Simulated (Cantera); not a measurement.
What does this Cantera script print?

```python
import numpy as np
import cantera as ct

gas_names = """
    Ca CaCL CaCL2 Ca2 CL CL2 H HCL H2 N NH NH2 NH3 N2 N2H2 N2H4
""".split()
cond_names = """
    Ca(a) Ca(b) Ca(L) CaCL2(s) CaCL2(L) NH4CL(a) NH4CL(b)
""".split()


# ... load() reads the species with a 1 bar reference pressure and builds the phases ...
atoms = {
    'CaCl2': {'Ca': 1, 'CL': 2},
    'H2': {'H': 2},
    'N2': {'N': 2},
}
top_T = {}  # K; cautious upper limits of use, not melting points


# ... equilibrate(T, P, feed) seeds the gas with the atoms and calls Mixture.equilibrate('TP', solver="vcs", rtol=1e-11, max_steps=5000) ...
results = []
T = 1625  # K
P = 52  # Pa
for m in [0.8, 1.8, 4.2, 9.8, 22, 52, 120]:
    feed = {'CaCl2': 1, 'H2': 5.8, 'N2': m}  # mol
    mix = equilibrate(T, P, feed)
    results.append((T, P, feed, dict(zip(mix.species_names, mix.species_moles))))

top = {s: max(r[3][s] / sum(r[3][g] for g in gas_names) for r in results) for s in gas_names}
cols = sorted((s for s in top if top[s] > 0.001), key=lambda s: -top[s])[:6]
seen = [c for c in cond_names if any(r[3].get(c, 0) > 1e-12 for r in results)]
print("log10 of partial pressures in bar; condensed amounts in mol")
print(f"{'n(N2)':>10s}" + "".join(f"{s[:9]:>10s}" for s in cols + seen))
for T, P, feed, n in results:
    ng = sum(n[g] for g in gas_names)
    print(f"{feed['N2']:10.4g}" + "".join(f"{np.log10(max(n[s] / ng * P / 1e5, 1e-99)):10.3f}" for s in cols)
          + "".join(f"{n.get(c, 0):10.4g}" for c in seen))
```

Output:

```
log10 of partial pressures in bar; condensed amounts in mol
     n(N2)        N2        H2     CaCL2       HCL      CaCL         H
       0.8    -4.263    -3.405    -4.181    -5.551    -5.769    -5.854
       1.8    -3.965    -3.459    -4.235    -5.589    -5.812    -5.881
       4.2    -3.704    -3.566    -4.343    -5.665    -5.897    -5.934
       9.8    -3.514    -3.745    -4.523    -5.792    -6.039    -6.024
        22    -3.402    -3.984    -4.765    -5.962    -6.231    -6.144
        52    -3.338    -4.295    -5.079    -6.182    -6.481    -6.299
       120    -3.308    -4.631    -5.418    -6.418    -6.752    -6.467
```

Equilibrium computed with Cantera from the NASA thermochemical tables; the gas is ideal and each condensed phase is pure.
